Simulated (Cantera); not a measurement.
Input (Python, Cantera):

```python
import numpy as np
import cantera as ct

gas = ct.Solution("gri30.yaml")
gas.TPX = 1700, 110000, {'CO': 1, 'H2': 0.86, 'O2': 0.775, 'N2': 2.91}
reactor = ct.IdealGasConstPressureReactor(gas, energy="on", clone=False)
net = ct.ReactorNet([reactor])
net.rtol, net.atol = 1e-08, 1e-16
show = ['CO', 'H2', 'O2', 'NO', 'HO2', 'H2O', 'CO2']
times = np.geomspace(2e-06, 4, 15)

steps = ct.SolutionArray(gas, extra=["t"])
rows = []
print(f"{'t/s':>10s}{'T/K':>9s}{'P/Pa':>11s}" + "".join(f"{s:>11s}" for s in show))
for t in times:
    while net.time < t:
        t_next = net.step()
        steps.append(gas.state, t=t_next)
    rows.append([np.interp(t, steps.t, y) for y in (steps.T, steps.P, *steps(*show).X.T)])
    print(f"{t:10.3e}{rows[-1][0]:9.1f}{rows[-1][1]:11.4g}" + "".join(f"{x:11.3e}" for x in rows[-1][2:]))
rate = np.gradient(steps.T, steps.t)
print("integrator steps:", len(steps.t))
if steps.T.max() > steps.T[0] + 200:
    print(f"time of steepest temperature rise: {steps.t[rate.argmax()]:.4e} s")
gas.TPX = 1700, 110000, {'CO': 1, 'H2': 0.86, 'O2': 0.775, 'N2': 2.91}
gas.equilibrate("HP")
print(f"equilibrium (HP): T = {gas.T:.1f} K  " + "  ".join(f"{s} {gas[s].X[0]:.3e}" for s in show))
```

Result:

```
       t/s      T/K       P/Pa         CO         H2         O2         NO        HO2        H2O        CO2
 2.000e-06   1700.0    1.1e+05  1.803e-01  1.551e-01  1.398e-01  2.888e-13  2.205e-06  1.420e-05  2.360e-06
 5.638e-06   1702.3    1.1e+05  1.800e-01  1.494e-01  1.370e-01  6.380e-10  2.326e-05  3.686e-03  3.291e-04
 1.589e-05   1995.5    1.1e+05  1.292e-01  2.870e-02  4.518e-02  2.083e-05  1.250e-05  8.441e-02  5.415e-02
 4.480e-05   2358.3    1.1e+05  1.205e-01  2.958e-02  3.707e-02  1.151e-04  6.759e-06  9.679e-02  6.814e-02
 1.263e-04   2714.7    1.1e+05  1.162e-01  2.538e-02  3.090e-02  6.615e-04  6.169e-06  1.157e-01  7.800e-02
 3.560e-04   2880.6    1.1e+05  1.110e-01  2.266e-02  2.601e-02  3.491e-03  8.051e-06  1.252e-01  8.585e-02
 1.003e-03   2879.4    1.1e+05  1.113e-01  2.287e-02  2.408e-02  8.844e-03  7.624e-06  1.258e-01  8.574e-02
 2.828e-03   2876.2    1.1e+05  1.115e-01  2.303e-02  2.320e-02  1.146e-02  7.376e-06  1.260e-01  8.553e-02
 7.973e-03   2876.1    1.1e+05  1.115e-01  2.303e-02  2.317e-02  1.154e-02  7.367e-06  1.260e-01  8.553e-02
 2.247e-02   2876.1    1.1e+05  1.115e-01  2.303e-02  2.317e-02  1.154e-02  7.367e-06  1.260e-01  8.553e-02
 6.335e-02   2876.1    1.1e+05  1.115e-01  2.303e-02  2.317e-02  1.154e-02  7.367e-06  1.260e-01  8.553e-02
 1.786e-01   2876.1    1.1e+05  1.115e-01  2.303e-02  2.317e-02  1.154e-02  7.367e-06  1.260e-01  8.553e-02
 5.034e-01   2876.1    1.1e+05  1.115e-01  2.303e-02  2.317e-02  1.154e-02  7.367e-06  1.260e-01  8.553e-02
 1.419e+00   2876.1    1.1e+05  1.115e-01  2.303e-02  2.317e-02  1.154e-02  7.367e-06  1.260e-01  8.553e-02
 4.000e+00   2876.1    1.1e+05  1.115e-01  2.303e-02  2.317e-02  1.154e-02  7.367e-06  1.260e-01  8.553e-02
integrator steps: 1161
time of steepest temperature rise: 8.6363e-06 s
equilibrium (HP): T = 2876.1 K  CO 1.115e-01  H2 2.303e-02  O2 2.317e-02  NO 1.154e-02  HO2 7.367e-06  H2O 1.260e-01  CO2 8.553e-02
```

Model: GRI-Mech 3.0 (53 species, 325 reactions), integrated in Cantera.
